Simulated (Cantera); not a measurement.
Feed: 1 mol FeS, 1.1 mol SO₃, 0.086 mol H₂O, at 1325 °C and 12.0 mbar.

Method: chemical equilibrium by Gibbs-energy minimisation in Cantera with the NASA 1993 tables (ideal gas, pure condensed phases). Candidate condensed phases: Fe, FeO, Fe(OH)₂, Fe(OH)₃, FeS, FeSO₄, FeS₂, Fe₂O₃, Fe₂(SO₄)₃, Fe₃O₄, H₂O, H₂SO₄, S; 22 gas species. The tables' stoichiometric FeO is somewhat more stable than real wüstite, so its field is too wide. FeO: taken at fixed stoichiometry. Equilibrium is a limit: real reactors are often held back by kinetics, nucleation or transport.

Base state: SO₂ 0.655, S₂ 0.262, H₂O 0.0412, SO 0.0273, H₂ 0.00718, S₂O 0.00480, SH 0.00101, H₂S 0.000936 (mole fractions); condensed: FeO(s).

What changes in the equilibrium state with this change: temperature from 1325 °C to 502 °C?


```tsv
species	before	after
SO₂	0.655	0.929
H₂O	0.0412	0.0630
S₂	0.262	0.00707
SO	0.0273	7.96e-7
S	0.000554	<1e-9
SH	0.00101	2.10e-8
FeO(s), mol	1.000	0
FeS₂(s), mol	0	0.411
Fe₃O₄(s), mol	0	0.196
```
Gases not in the tables: S₃ to S₇.

What changes in the equilibrium state with this change: pressure from 12.0 mbar to 2.90 bar?


| species | before | after |
|---|---|---|
| SO₂ | 0.655 | 0.832 |
| S₂ | 0.262 | 0.0981 |
| H₂O | 0.0412 | 0.0499 |
| SO | 0.0273 | 0.00611 |
| S₂O | 0.00480 | 0.0102 |
| H | 4.12e-5 | 1.22e-6 |
| S | 0.000554 | 2.18e-5 |
| H₂ | 0.00718 | 0.00153 |
| SH | 0.00101 | 0.000286 |
| H₂S | 0.000936 | 0.00190 |
| FeO(s), mol | 1.000 | 0.601 |
| FeS(l), mol | 0 | 0.399 |
Metal and sulfide melt together well below either melting point, which pure phases cannot show. Mutual solubility and eutectic melting of coexisting phases are not modelled. FeO, FeS: taken at fixed stoichiometry.

What changes in the equilibrium state with this change: temperature from 1325 °C to 427 °C?


```tsv
species	before	after
SO₂	0.655	0.935
H₂O	0.0412	0.0636
S₂	0.262	0.000835
SO	0.0273	6.19e-8
SH	0.00101	<1e-9
S	0.000554	<1e-9
H	4.12e-5	<1e-9
FeO(s), mol	1.000	0
FeS₂(s), mol	0	0.418
Fe₃O₄(s), mol	0	0.194
```
Gases not in the tables: S₃ to S₇.
